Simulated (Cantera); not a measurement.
Cantera run:

```python
import numpy as np
import cantera as ct

gas_names = """
    C CO CO2 C2 C2O C3 C3O2 C4 C5 Ca CaO Ca2 O O2 O3
""".split()
cond_names = """
    C(gr) Ca(a) Ca(b) Ca(L) CaCO3(caL) CaO(s) CaO(L)
""".split()


def load(file, names, dense=False):
    # The tables refer to 1 bar. Condensed volumes are neglected.
    table = {s.name: s for s in ct.Species.list_from_file(file)}
    out = []
    for n in names:
        d = dict(table[n].input_data)
        d["thermo"] = dict(d["thermo"], **{"reference-pressure": 1e5})
        if dense:
            d["equation-of-state"] = {"model": "constant-volume", "density": "1e6 g/cm^3"}
        out.append(ct.Species.from_dict(d))
    return out


gas = ct.Solution(thermo="ideal-gas", species=load("nasa_gas.yaml", gas_names))
cond = {s.name: ct.Solution(thermo="fixed-stoichiometry", species=[s], name=s.name)
        for s in load("nasa_condensed.yaml", cond_names, dense=True)}
atoms = {
    'CaCO3': {'Ca': 1, 'C': 1, 'O': 3},
    'O2': {'O': 2},
}
top_T = {'C(gr)': 4500}  # K; cautious upper limits of use, not melting points


def equilibrate(T, P, feed):
    n = {}
    for name, mol in feed.items():
        for a, k in atoms[name].items():
            n[a] = n.get(a, 0.0) + k * mol
    gas.TPX = T, P, n
    mass = sum(n.values()) * gas.mean_molecular_weight
    gas.equilibrate("TP")
    valid = [c for c in cond.values() if c.min_temp <= T <= top_T.get(c.name, c.max_temp)]
    mix = ct.Mixture([(gas, mass / gas.mean_molecular_weight)] + [(c, 0.0) for c in valid])
    mix.T, mix.P = T, P
    mix.equilibrate("TP", solver="vcs", rtol=1e-11, max_steps=5000)
    return mix


results = []
feed = {'CaCO3': 1, 'O2': 5.4}  # mol
T = 1048  # K
for P in [10, 36, 130, 460, 1700, 6000, 22000, 77000, 280000, 1000000]:
    mix = equilibrate(T, P, feed)
    results.append((T, P, feed, dict(zip(mix.species_names, mix.species_moles))))

top = {s: max(r[3][s] / sum(r[3][g] for g in gas_names) for r in results) for s in gas_names}
cols = sorted((s for s in top if top[s] > 0.001), key=lambda s: -top[s])[:6]
seen = [c for c in cond_names if any(r[3].get(c, 0) > 1e-12 for r in results)]
print("log10 of partial pressures in bar; condensed amounts in mol")
print(f"{'P/Pa':>10s}" + "".join(f"{s[:9]:>10s}" for s in cols + seen))
for T, P, feed, n in results:
    ng = sum(n[g] for g in gas_names)
    print(f"{P:10.4g}" + "".join(f"{np.log10(max(n[s] / ng * P / 1e5, 1e-99)):10.3f}" for s in cols)
          + "".join(f"{n.get(c, 0):10.4g}" for c in seen))
```

Result:

```
log10 of partial pressures in bar; condensed amounts in mol
      P/Pa        O2       CO2 CaCO3(caL    CaO(s)
        10    -4.074    -4.806         0         1
        36    -3.517    -4.250         0         1
       130    -2.960    -3.692         0         1
       460    -2.411    -3.143         0         1
      1700    -1.843    -2.576         0         1
      6000    -1.296    -2.028         0         1
   2.2e+04    -0.731    -1.464         0         1
   7.7e+04    -0.187    -0.920         0         1
   2.8e+05     0.425    -0.853    0.7153    0.2847
     1e+06     0.994    -0.853    0.9232   0.07681
```

These are equilibrium values from Cantera (NASA tables, ideal gas, pure condensed phases), not measurements of a reactor. Mutual solubility and eutectic melting of coexisting phases are not modelled.
